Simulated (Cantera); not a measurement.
An isothermal, constant-pressure homogeneous reactor starts with NO : N₂ = 1 : 2.5 (molar parts), at 1573 K and 1130 Torr. Integrator tolerance rtol = 1e-08.

Computed with Cantera and GRI-Mech 3.0 (53 species, 325 reactions).

What does this change do: temperature 1573 to 1673 K?


| quantity | before | after |
|---|---|---|
| x(NO) at 80.0 s | 0.108 (gas-phase equilibrium 0.00148) | 0.0395 (gas-phase equilibrium 0.00225) |
| x(N₂O) at 80.0 s | 4.32e-6 (gas-phase equilibrium 1.14e-7) | 7.53e-7 (gas-phase equilibrium 1.68e-7) |
| x(O) at 80.0 s | 2.57e-6 (gas-phase equilibrium 3.24e-6) | 9.65e-6 (gas-phase equilibrium 1.03e-5) |
| x(NO₂) at 80.0 s | 0.000373 (gas-phase equilibrium 6.45e-6) | 0.000123 (gas-phase equilibrium 7.54e-6) |
| x(O₂) at 80.0 s | 0.0884 (gas-phase equilibrium 0.142) | 0.123 (gas-phase equilibrium 0.142) |
| x(N₂) at 80.0 s | 0.803 (gas-phase equilibrium 0.856) | 0.837 (gas-phase equilibrium 0.856) |

What does this change do: temperature 1573 to 1425 K?


```
quantity                                            before                                     after
----------------  ----------------------------------------  ----------------------------------------
x(NO) at 80.0 s      0.108 (gas-phase equilibrium 0.00148)    0.232 (gas-phase equilibrium 0.000718)
x(N₂O) at 80.0 s   4.32e-6 (gas-phase equilibrium 1.14e-7)   1.74e-5 (gas-phase equilibrium 5.77e-8)
x(O) at 80.0 s     2.57e-6 (gas-phase equilibrium 3.24e-6)   1.89e-7 (gas-phase equilibrium 4.30e-7)
x(NO₂) at 80.0 s  0.000373 (gas-phase equilibrium 6.45e-6)  0.000691 (gas-phase equilibrium 4.92e-6)
x(O₂) at 80.0 s       0.0884 (gas-phase equilibrium 0.142)      0.0261 (gas-phase equilibrium 0.142)
x(N₂) at 80.0 s        0.803 (gas-phase equilibrium 0.856)       0.741 (gas-phase equilibrium 0.857)
```
